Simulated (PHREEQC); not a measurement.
Model water analysis in mmol/kgw, 55 °C, pH 6.35:

| constituent | mmol/kgw |
|---|---|
| Na | 120 |
| K | 0.128 |
| Ca | 3.8 |
| Mg | 16.2 |
| Cl | 138 |
| S(6) | 8.57 |
| Alkalinity (meq/kgw) | 0.127 |
| Si | 1.5 |

Valence states are taken as typed.

All values are PHREEQC results (Pitzer model, pitzer.dat), not measurements.

Precipitation was switched off in this run.

Q: Estimate the specific conductance.

A: specific conductance 26700 µS/cm.

Q: In which forms is C present?

A: HCO3- 62 %, CO2 38 % of the C.

Species that the database lacks are ignored. Constants without temperature data keep their 25 °C values here.
